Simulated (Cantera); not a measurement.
Charge: 1 mol Si2Cl6, 51 mol N2, equilibrated at 1052 °C and 17.0 Pa.

These are equilibrium values from Cantera (NASA tables, ideal gas, pure condensed phases), not measurements of a reactor. Candidate condensed phases: Si, Si3N4; 13 gas species. The feed counts by its element totals alone. The tables' values for SiCl3 are old estimates; treat these amounts as uncertain. The numbers say what is thermodynamically allowed, not how fast it happens.

Base state: N2 0.962, SiCl2 0.0157, SiCl4 0.0153, SiCl3 0.00666, Cl 0.000381 (mole fractions); condensed: gas only.

### Question
What changes in the equilibrium state with this change: 1.4 mol O2 added?

### Answer
```csv
species,before,after
N2,0.962,0.926
Cl,0.000381,0.0602
SiCl4,0.0153,0.0109
SiCl2,0.0157,4.45e-7
Cl2,1.03e-7,0.00259
SiCl3,0.00666,2.98e-5
"SiO2(β-quartz), mol",0,1.40
```
The tables hold silica as quartz up to 1696 K and as liquid above; real silica turns to tridymite and cristobalite and melts near 1996 K. Further candidate phases: SiO2, Si2N2O.

### Question
What changes in the equilibrium state with this change: temperature from 1052 °C to 1875 °C?

### Answer
```
species    before    after
-------  --------  -------
N2          0.962    0.877
Cl       0.000381   0.0891
Si          <1e-9   0.0263
SiCl4      0.0153  2.77e-9
SiCl2      0.0157  0.00600
SiN         <1e-9  6.02e-5
SiCl      4.51e-8  0.00200
SiCl3     0.00666  4.22e-6
```
The tables' values for SiCl, SiN are old estimates; treat these amounts as uncertain.

### Question
What changes in the equilibrium state with this change: temperature from 1052 °C to 427 °C?

### Answer
| species | before | after |
|---|---|---|
| N2 | 0.962 | 0.971 |
| SiCl4 | 0.0153 | 0.0288 |
| SiCl3 | 0.00666 | 4.29e-8 |
| SiCl2 | 0.0157 | <1e-9 |
| Cl | 0.000381 | <1e-9 |
| Si3N4(s), mol | 0 | 0.167 |
N2 is the only nitrogen source here; it is nearly inert below about 1500 K, so the nitride shown seldom forms there in practice.
